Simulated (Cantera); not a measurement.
Input (Python, Cantera) and output of one run.

```python
import numpy as np
import cantera as ct

gas_names = """
    F FO FO2 F2 F2O H HF HOF HO2 H2 H2F2 H2O H2O2 H3F3 H4F4 H5F5 H6F6 H7F7 Mg MgF MgF2 MgH MgO MgOH
    MgO2H2 Mg2 Mg2F4 O OH O2 O3
""".split()
cond_names = """
    H2O(s) H2O(L) Mg(cr) Mg(L) MgF2(s) MgF2(L) MgO(s) MgO(L) MgO2H2(s)
""".split()


def load(file, names, dense=False):
    # The tables refer to 1 bar. Condensed volumes are neglected.
    table = {s.name: s for s in ct.Species.list_from_file(file)}
    out = []
    for n in names:
        d = dict(table[n].input_data)
        d["thermo"] = dict(d["thermo"], **{"reference-pressure": 1e5})
        if dense:
            d["equation-of-state"] = {"model": "constant-volume", "density": "1e6 g/cm^3"}
        out.append(ct.Species.from_dict(d))
    return out


gas = ct.Solution(thermo="ideal-gas", species=load("nasa_gas.yaml", gas_names))
cond = {s.name: ct.Solution(thermo="fixed-stoichiometry", species=[s], name=s.name)
        for s in load("nasa_condensed.yaml", cond_names, dense=True)}
atoms = {
    'MgF2': {'Mg': 1, 'F': 2},
    'O2': {'O': 2},
    'H2': {'H': 2},
}
top_T = {}  # K; cautious upper limits of use, not melting points


def equilibrate(T, P, feed):
    n = {}
    for name, mol in feed.items():
        for a, k in atoms[name].items():
            n[a] = n.get(a, 0.0) + k * mol
    gas.TPX = T, P, n
    mass = sum(n.values()) * gas.mean_molecular_weight
    gas.equilibrate("TP")
    valid = [c for c in cond.values() if c.min_temp <= T <= top_T.get(c.name, c.max_temp)]
    mix = ct.Mixture([(gas, mass / gas.mean_molecular_weight)] + [(c, 0.0) for c in valid])
    mix.T, mix.P = T, P
    mix.equilibrate("TP", solver="vcs", rtol=1e-11, max_steps=5000)
    return mix


results = []
P = 250  # Pa
for T in [750, 850, 950, 1050, 1150, 1250, 1350, 1450, 1550, 1650, 1750, 1850, 1950]:
    for m in [0.048, 0.062, 0.081, 0.1, 0.14, 0.18, 0.23, 0.3, 0.39, 0.5, 0.65, 0.84]:
        feed = {'MgF2': 1, 'O2': m, 'H2': 190}  # mol
        mix = equilibrate(T, P, feed)
        results.append((T, P, feed, dict(zip(mix.species_names, mix.species_moles))))

for T, P, feed, n in results:
    print(f"{T:7g} {feed['O2']:10.4g}  " + (" + ".join(c for c in cond_names if n.get(c, 0) > 1e-12) or "gas only"))
```

It prints:

```
    750      0.048  MgF2(s) + MgO(s)
    750      0.062  MgF2(s) + MgO(s)
    750      0.081  MgF2(s) + MgO(s)
    750        0.1  MgF2(s) + MgO(s)
    750       0.14  MgF2(s) + MgO(s)
    750       0.18  MgF2(s) + MgO(s)
    750       0.23  MgF2(s) + MgO(s)
    750        0.3  MgF2(s) + MgO(s)
    750       0.39  MgF2(s) + MgO(s)
    750        0.5  MgF2(s) + MgO(s)
    750       0.65  MgF2(s) + MgO(s)
    750       0.84  MgF2(s) + MgO(s)
    850      0.048  MgF2(s) + MgO(s)
    850      0.062  MgF2(s) + MgO(s)
    850      0.081  MgF2(s) + MgO(s)
    850        0.1  MgF2(s) + MgO(s)
    850       0.14  MgF2(s) + MgO(s)
    850       0.18  MgF2(s) + MgO(s)
    850       0.23  MgF2(s) + MgO(s)
    850        0.3  MgF2(s) + MgO(s)
    850       0.39  MgF2(s) + MgO(s)
    850        0.5  MgF2(s) + MgO(s)
    850       0.65  MgF2(s) + MgO(s)
    850       0.84  MgF2(s) + MgO(s)
    950      0.048  MgF2(s) + MgO(s)
    950      0.062  MgF2(s) + MgO(s)
    950      0.081  MgF2(s) + MgO(s)
    950        0.1  MgF2(s) + MgO(s)
    950       0.14  MgF2(s) + MgO(s)
    950       0.18  MgF2(s) + MgO(s)
    950       0.23  MgF2(s) + MgO(s)
    950        0.3  MgF2(s) + MgO(s)
    950       0.39  MgF2(s) + MgO(s)
    950        0.5  MgF2(s) + MgO(s)
    950       0.65  MgF2(s) + MgO(s)
    950       0.84  MgF2(s) + MgO(s)
   1050      0.048  MgF2(s) + MgO(s)
   1050      0.062  MgF2(s) + MgO(s)
   1050      0.081  MgF2(s) + MgO(s)
   1050        0.1  MgF2(s) + MgO(s)
   1050       0.14  MgF2(s) + MgO(s)
   1050       0.18  MgF2(s) + MgO(s)
   1050       0.23  MgF2(s) + MgO(s)
   1050        0.3  MgF2(s) + MgO(s)
   1050       0.39  MgF2(s) + MgO(s)
   1050        0.5  MgF2(s) + MgO(s)
   1050       0.65  MgF2(s) + MgO(s)
   1050       0.84  MgF2(s) + MgO(s)
   1150      0.048  MgF2(s) + MgO(s)
   1150      0.062  MgF2(s) + MgO(s)
   1150      0.081  MgF2(s) + MgO(s)
   1150        0.1  MgF2(s) + MgO(s)
   1150       0.14  MgF2(s) + MgO(s)
   1150       0.18  MgF2(s) + MgO(s)
   1150       0.23  MgF2(s) + MgO(s)
   1150        0.3  MgF2(s) + MgO(s)
   1150       0.39  MgF2(s) + MgO(s)
   1150        0.5  MgF2(s) + MgO(s)
   1150       0.65  MgO(s)
   1150       0.84  MgO(s)
   1250      0.048  MgF2(s) + MgO(s)
   1250      0.062  MgF2(s) + MgO(s)
   1250      0.081  MgF2(s) + MgO(s)
   1250        0.1  MgF2(s) + MgO(s)
   1250       0.14  MgF2(s) + MgO(s)
   1250       0.18  MgF2(s) + MgO(s)
   1250       0.23  MgF2(s) + MgO(s)
   1250        0.3  MgF2(s) + MgO(s)
   1250       0.39  MgF2(s) + MgO(s)
   1250        0.5  MgF2(s) + MgO(s)
   1250       0.65  MgO(s)
   1250       0.84  MgO(s)
   1350      0.048  MgF2(s) + MgO(s)
   1350      0.062  MgF2(s) + MgO(s)
   1350      0.081  MgF2(s) + MgO(s)
   1350        0.1  MgF2(s) + MgO(s)
   1350       0.14  MgF2(s) + MgO(s)
   1350       0.18  MgF2(s) + MgO(s)
   1350       0.23  MgF2(s) + MgO(s)
   1350        0.3  MgF2(s) + MgO(s)
   1350       0.39  MgF2(s) + MgO(s)
   1350        0.5  MgO(s)
   1350       0.65  MgO(s)
   1350       0.84  MgO(s)
   1450      0.048  MgO(s)
   1450      0.062  MgO(s)
   1450      0.081  MgO(s)
   1450        0.1  MgO(s)
   1450       0.14  MgO(s)
   1450       0.18  MgO(s)
   1450       0.23  MgO(s)
   1450        0.3  MgO(s)
   1450       0.39  MgO(s)
   1450        0.5  MgO(s)
   1450       0.65  MgO(s)
   1450       0.84  MgO(s)
   1550      0.048  MgO(s)
   1550      0.062  MgO(s)
   1550      0.081  MgO(s)
   1550        0.1  MgO(s)
   1550       0.14  MgO(s)
   1550       0.18  MgO(s)
   1550       0.23  MgO(s)
   1550        0.3  MgO(s)
   1550       0.39  MgO(s)
   1550        0.5  MgO(s)
   1550       0.65  MgO(s)
   1550       0.84  MgO(s)
   1650      0.048  gas only
   1650      0.062  gas only
   1650      0.081  gas only
   1650        0.1  gas only
   1650       0.14  gas only
   1650       0.18  gas only
   1650       0.23  gas only
   1650        0.3  MgO(s)
   1650       0.39  MgO(s)
   1650        0.5  MgO(s)
   1650       0.65  MgO(s)
   1650       0.84  MgO(s)
   1750      0.048  gas only
   1750      0.062  gas only
   1750      0.081  gas only
   1750        0.1  gas only
   1750       0.14  gas only
   1750       0.18  gas only
   1750       0.23  gas only
   1750        0.3  gas only
   1750       0.39  gas only
   1750        0.5  gas only
   1750       0.65  gas only
   1750       0.84  gas only
   1850      0.048  gas only
   1850      0.062  gas only
   1850      0.081  gas only
   1850        0.1  gas only
   1850       0.14  gas only
   1850       0.18  gas only
   1850       0.23  gas only
   1850        0.3  gas only
   1850       0.39  gas only
   1850        0.5  gas only
   1850       0.65  gas only
   1850       0.84  gas only
   1950      0.048  gas only
   1950      0.062  gas only
   1950      0.081  gas only
   1950        0.1  gas only
   1950       0.14  gas only
   1950       0.18  gas only
   1950       0.23  gas only
   1950        0.3  gas only
   1950       0.39  gas only
   1950        0.5  gas only
   1950       0.65  gas only
   1950       0.84  gas only
```

Equilibrium computed with Cantera from the NASA thermochemical tables; the gas is ideal and each condensed phase is pure. Mutual solubility and eutectic melting of coexisting phases are not modelled.
